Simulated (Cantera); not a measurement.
An isothermal, constant-pressure homogeneous reactor starts with 10.5 % H₂, 5.26 % O₂, 84.2 % N₂, equivalence ratio 1.0, at 1048 K and 743 Torr.

Cantera simulation using GRI-Mech 3.0 (53 species, 325 reactions); the numbers are that mechanism's predictions, not measurements. The temperature is held fixed by assumption; the heat of reaction is taken as removed at once.

x: mole fraction; the columns are a selection and need not sum to one.

```json
[
 {"t (s)": "6.00e-5", "x H₂": "0.105", "x O₂": "0.0526", "x O": "3.14e-10", "x H₂O": "4.04e-9", "x H": "2.79e-9", "x NO": "<1e-12", "x OH": "1.18e-10"},
 {"t (s)": "0.000190", "x H₂": "0.105", "x O₂": "0.0526", "x O": "6.06e-8", "x H₂O": "1.03e-6", "x H": "5.33e-7", "x NO": "<1e-12", "x OH": "2.29e-8"},
 {"t (s)": "0.000600", "x H₂": "0.0163", "x O₂": "0.00899", "x O": "0.000418", "x H₂O": "0.0910", "x H": "0.00463", "x NO": "1.11e-6", "x OH": "0.000389"},
 {"t (s)": "0.00190", "x H₂": "(withheld)", "x O₂": "(withheld)", "x O": "(withheld)", "x H₂O": "0.108", "x H": "(withheld)", "x NO": "1.36e-6", "x OH": "(withheld)"},
 {"t (s)": "0.00600", "x H₂": "0.00133", "x O₂": "0.000676", "x O": "4.98e-6", "x H₂O": "0.110", "x H": "8.11e-5", "x NO": "1.37e-6", "x OH": "2.75e-5"},
 {"t (s)": "0.0190", "x H₂": "0.000682", "x O₂": "0.000341", "x O": "1.02e-6", "x H₂O": "0.110", "x H": "2.11e-5", "x NO": "1.37e-6", "x OH": "1.26e-5"},
 {"t (s)": "0.0600", "x H₂": "(withheld)", "x O₂": "(withheld)", "x O": "(withheld)", "x H₂O": "0.111", "x H": "(withheld)", "x NO": "1.37e-6", "x OH": "(withheld)"},
 {"t (s)": "0.190", "x H₂": "0.000219", "x O₂": "0.000109", "x O": "4.53e-8", "x H₂O": "0.111", "x H": "1.67e-6", "x NO": "1.37e-6", "x OH": "2.80e-6"},
 {"t (s)": "0.600", "x H₂": "0.000136", "x O₂": "6.73e-5", "x O": "8.98e-9", "x H₂O": "0.111", "x H": "4.74e-7", "x NO": "1.37e-6", "x OH": "1.25e-6"},
 {"t (s)": "1.90", "x H₂": "8.79e-5", "x O₂": "4.31e-5", "x O": "2.09e-9", "x H₂O": "0.111", "x H": "1.53e-7", "x NO": "1.36e-6", "x OH": "6.20e-7"},
 {"t (s)": "6.00", "x H₂": "5.42e-5", "x O₂": "2.63e-5", "x O": "6.81e-10", "x H₂O": "0.111", "x H": "5.87e-8", "x NO": "1.36e-6", "x OH": "3.84e-7"}
]
```

**Question.** Fill in the missing entries.

**Answer.** 
- 0.00190, x H₂: 0.00307
- 0.00190, x O₂: 0.00160
- 0.00190, x O: 2.92e-5
- 0.00190, x H: 0.000391
- 0.00190, x OH: 7.18e-5
- 0.0600, x H₂: 0.000375
- 0.0600, x O₂: 0.000187
- 0.0600, x O: 2.19e-7
- 0.0600, x H: 5.89e-6
- 0.0600, x OH: 5.99e-6
